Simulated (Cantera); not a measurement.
# Thermodynamics of silicon etching in halogen gases, feed Si + F2 + H2

Feed: 1 mol Si, a varied amount of F2, 0.15 mol H2, at 723.15 K and 3.00e-5 bar.

Cantera equilibrium calculation (NASA polynomials, part measured and part estimated; ideal gas, pure solids and liquids). Candidate condensed phases: Si; 25 gas species. The tables' values for SiF3 are old estimates; treat these amounts as uncertain. Rates play no part.

| n(F2) (mol) | x SiF4 | x F2 | x H2 | x F | x HF | x SiHF3 | x SiF3 | x SiH2F2 | n Si(s) |
|---|---|---|---|---|---|---|---|---|---|
| 0.61 | 0.669 | <1e-12 | 0.329 | <1e-12 | 3.76e-7 | 0.00228 | 2.04e-5 | 4.94e-6 | 0.695 |
| 0.72 | 0.705 | <1e-12 | 0.293 | <1e-12 | 3.60e-7 | 0.00224 | 2.12e-5 | 4.52e-6 | 0.640 |
| 0.86 | 0.740 | <1e-12 | 0.258 | <1e-12 | 3.42e-7 | 0.00218 | 2.20e-5 | 4.07e-6 | 0.570 |
| 1 | 0.768 | <1e-12 | 0.230 | <1e-12 | 3.26e-7 | 0.00212 | 2.26e-5 | 3.70e-6 | 0.500 |
| 1.2 | 0.799 | <1e-12 | 0.199 | <1e-12 | 3.06e-7 | 0.00203 | 2.33e-5 | 3.27e-6 | 0.400 |
| 1.5 | 0.832 | <1e-12 | 0.166 | <1e-12 | 2.82e-7 | 0.00191 | 2.40e-5 | 2.78e-6 | 0.250 |
| 1.7 | 0.849 | <1e-12 | 0.149 | <1e-12 | 2.69e-7 | 0.00184 | 2.44e-5 | 2.52e-6 | 0.150 |
| 2.1 | 0.800 | <1e-12 | 0.0400 | <1e-12 | 0.160 | 7.82e-10 | 2.00e-11 | <1e-12 | 0 |
| 2.5 | 0.562 | 0.124 | <1e-12 | 0.145 | 0.169 | <1e-12 | <1e-12 | <1e-12 | 0 |
| 2.9 | 0.440 | 0.231 | <1e-12 | 0.198 | 0.132 | <1e-12 | <1e-12 | <1e-12 | 0 |
| 3.5 | 0.333 | 0.331 | <1e-12 | 0.237 | 0.0998 | <1e-12 | <1e-12 | <1e-12 | 0 |
x: gas mole fraction; n: condensed amount in mol.

From 0.61 mol F2 to 1.7 mol F2 the condensed part is Si(s). From 2.1 mol F2 to 3.5 mol F2 nothing is condensed. The main Si-bearing gas is SiF4 throughout.
